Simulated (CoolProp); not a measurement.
Vapour-liquid equilibrium of cis-2-butene (1) + acetone (2) at 401 K; x and y are mole fractions of (1).

The numbers come from the multi-fluid Helmholtz-energy mixture model, Lemmon 2005 and Lemmon 2006; pair parameters Bell 2016 in CoolProp.

| x | bubble pressure (MPa) | y at the bubble point | dew pressure at overall composition x (MPa) | liquid density (mol/L) |
|---|---|---|---|---|
| 0.05 | 0.8734 | 0.185 | 0.7575 | 11.08 |
| 0.2 | 1.278 | 0.479 | 0.8884 | 10.53 |
| 0.35 | 1.596 | 0.619 | 1.067 | 9.983 |
| 0.5 | 1.842 | 0.708 | 1.320 | 9.447 |
| 0.65 | 2.042 | 0.781 | 1.680 | 8.942 |
| 0.8 | 2.214 | 0.860 | 2.087 | 8.502 |
| 0.95 | 2.352 | 0.959 | 2.343 | 8.172 |

No azeotrope shows between x = 0.05 and 0.95.

The pair parameters rest on a limited set of measurements; away from them the model extrapolates.
